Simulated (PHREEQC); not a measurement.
# Sulfide liquor: speciation

Dissolve 0.016 mol H2S, 0.00031 mol HCl, 0.12 mol ZnCl2 and 0.0096 mol KCl per kg of water at 25 °C. Closed to the air; pH follows from the charge balance.

All values are PHREEQC results (ion-association model, wateq4f.dat), not measurements.

No solid was allowed to form.

Problem. Estimate the pH, ionic strength.

Solution. pH 1.94; ionic strength 0.324 mol/kgw.

Problem. In which forms is S present?

Solution. Zn(HS)2 89 %, H2S 11 % of the S.

Examples of supersaturated solids here: ZnS(a), Sphalerite (slow to form). Others may be too. The polysulfide entries of wateq4f.dat were taken out for this run.
